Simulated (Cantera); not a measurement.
A diamond (100) surface in a fixed gas of H2 with x(CH4) = 0.0064, x(H) = 0.0013, at 1400 K, 1800 Pa; coverages are run to steady state.

Model: the Harris–Goodwin 1993 mechanism for the reconstructed diamond (100) surface, integrated in Cantera.

θ: site fractions in the mechanism's names (c6HH fully hydrogenated, c6H* and c6*H radical sites, c6** diradical, c6HM methylated).

```tsv
x(CH3)	growth (µm/h)	θ c6HH	θ c6H*	θ c6*H	θ c6**
1e-06	(withheld)	0.390	0.0564	0.516	0.0377
2.4e-06	(withheld)	0.390	0.0564	0.516	0.0377
5.6e-06	(withheld)	0.390	0.0564	0.516	0.0377
1.3e-05	(withheld)	0.390	0.0564	0.516	0.0377
3.2e-05	(withheld)	0.390	0.0564	0.516	0.0376
7.5e-05	(withheld)	0.390	0.0563	0.516	0.0376
0.00018	(withheld)	0.390	0.0563	0.516	0.0375
0.00043	(withheld)	0.390	0.0563	0.515	0.0372
0.001	(withheld)	0.390	0.0562	0.515	0.0366
```

Problem. Some entries are withheld; supply them.

Solution. 
- 1e-06, growth (µm/h): 0.000681
- 2.4e-06, growth (µm/h): 0.00163
- 5.6e-06, growth (µm/h): 0.00381
- 1.3e-05, growth (µm/h): 0.00885
- 3.2e-05, growth (µm/h): 0.0218
- 7.5e-05, growth (µm/h): 0.0510
- 0.00018, growth (µm/h): 0.122
- 0.00043, growth (µm/h): 0.289
- 0.001, growth (µm/h): 0.662
